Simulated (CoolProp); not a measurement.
Vapour-liquid equilibrium of R143a (1) + R152A (2) at 14.2 bar; x and y are mole fractions of (1).

Values from CoolProp's multi-fluid Helmholtz-energy mixture model, Lemmon and Jacobsen 2000 and Outcalt 1996; pair parameters Bell 2016.

```csv
x,"bubble temperature, mixture model (°C)","bubble temperature, Raoult's law (°C)","y, mixture model","y, Raoult's law"
0.05,…,55.8,0.085,0.092
0.2,…,50.5,…,0.329
0.35,44.7,45.7,0.475,0.516
0.5,…,41.4,…,0.667
0.65,36.8,37.5,0.745,0.790
0.8,…,33.9,…,0.891
0.95,30.6,30.7,0.966,0.975
```

Question: Complete the blanks.

Answer: 
- 0.05, bubble temperature, mixture model (°C): 55.4
- 0.2, bubble temperature, mixture model (°C): 49.6
- 0.2, y, mixture model: 0.301
- 0.5, bubble temperature, mixture model (°C): 40.5
- 0.5, y, mixture model: 0.619
- 0.8, bubble temperature, mixture model (°C): 33.6
- 0.8, y, mixture model: 0.859

The largest gap from Raoult's law is -1.0 K in bubble temperature, at x = 0.35. No azeotrope shows between x = 0.05 and 0.95.

Pair parameters are fitted to limited data, so mixtures are less certain than the pure fluids.
